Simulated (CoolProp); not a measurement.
A simple Rankine cycle with cis-2-butene: condensing at 310.15 K, boiler at 2.03 MPa, turbine inlet 406.9 K, turbine efficiency 0.65, pump efficiency 0.6, no recuperator. Each further row changes one setting.

Model: reference Helmholtz-energy equation of state, Lemmon 2005, in CoolProp. It is a short technical equation, of lower accuracy than the large ones.

```tsv
case	thermal efficiency (%)	net work (kJ/kg)	heat in (kJ/kg)	turbine exit temperature (K)	volume ratio over the turbine
as stated	10.5	52.1	497	349.2	7.20
turbine inlet 426.9 K	10.6	57.5	543	372.8	6.93
condensing temperature 302.15 K	11.5	59.1	515	343.6	9.13
boiler pressure 1.42 MPa	9.0	46.6	518	364.7	4.71
turbine efficiency 0.55	8.7	43.3	497	354.2	7.33
```
